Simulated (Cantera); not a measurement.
A perfectly stirred reactor is fed with CH₄ : O₂ : N₂ = 1 : 2.9 : 10.9 (molar parts), equivalence ratio 0.69, at 5.00 bar; it is adiabatic with a 325 K inlet, and is followed from long to short residence time, starting on the burning branch (τ in s: 0.03, 0.015, 0.007, 0.0034, 0.0016, 0.00078, 0.00037, 0.00018, 8.6e-05, 4.1e-05, 2e-05).

Computed with Cantera and GRI-Mech 3.0 (53 species, 325 reactions).

x: mole fraction; the columns are a selection and need not sum to one.

| τ (s) | T (K) | x CH₄ | x O₂ | x H | x CH₃ | x HCO | x C₂H₄ |
|---|---|---|---|---|---|---|---|
| 0.030 | 1843 | 1.36e-5 | 0.0608 | 5.02e-6 | 3.38e-6 | 1.25e-8 | 6.03e-9 |
| 0.015 | 1841 | 2.22e-5 | 0.0608 | 8.76e-6 | 5.55e-6 | 2.53e-8 | 1.40e-8 |
| 0.0070 | 1837 | 3.75e-5 | 0.0610 | 1.69e-5 | 9.26e-6 | 5.48e-8 | 3.25e-8 |
| 0.0034 | 1830 | 6.13e-5 | 0.0612 | 3.22e-5 | 1.47e-5 | 1.15e-7 | 6.80e-8 |
| 0.0016 | 1820 | ___ | 0.0617 | ___ | ___ | ___ | ___ |
| 0.00078 | 1804 | ___ | 0.0625 | ___ | ___ | ___ | ___ |
| 0.00037 | 1778 | 0.000313 | 0.0641 | 0.000213 | 6.09e-5 | 1.14e-6 | 6.24e-7 |
| 0.00018 | 1730 | 0.000645 | 0.0673 | 0.000340 | 0.000108 | 2.41e-6 | 1.79e-6 |
| 8.6e-5 | 325 | 0.0676 | 0.196 | <1e-12 | <1e-12 | <1e-12 | <1e-12 |
| 4.1e-5 | 325 | 0.0676 | 0.196 | <1e-12 | <1e-12 | <1e-12 | <1e-12 |
| 2.0e-5 | 325 | 0.0676 | 0.196 | <1e-12 | <1e-12 | <1e-12 | <1e-12 |

Problem. Some entries are withheld; supply them.

Solution. 
- 0.0016, x CH₄: 0.000103
- 0.0016, x H: 6.29e-5
- 0.0016, x CH₃: 2.36e-5
- 0.0016, x HCO: 2.49e-7
- 0.0016, x C₂H₄: 1.42e-7
- 0.00078, x CH₄: 0.000173
- 0.00078, x H: 0.000117
- 0.00078, x CH₃: 3.71e-5
- 0.00078, x HCO: 5.24e-7
- 0.00078, x C₂H₄: 2.84e-7
